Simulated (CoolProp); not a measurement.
50 sccm (0 °C, 1 atm) of nitrogen bubbles through liquid octamethyltrisiloxane (MDM) at 365.5 K and leaves saturated at a total pressure of 0.15 MPa (ideal gas phase). Each further row changes one setting.

Values from CoolProp's reference Helmholtz-energy equation of state, Thol 2017.

```tsv
case	vapour pressure (kPa)	mole fraction of vapour	delivery (mg/min)	delivery (sccm)	change of delivery for a bath 1 K warmer (%)
as stated	15.0	0.0997	58.5	5.54	4.4
bath temperature 370.5 K	18.1	0.121	72.4	6.86	4.3
total pressure 0.3 MPa	15.0	0.0499	27.7	2.62	4.1
```
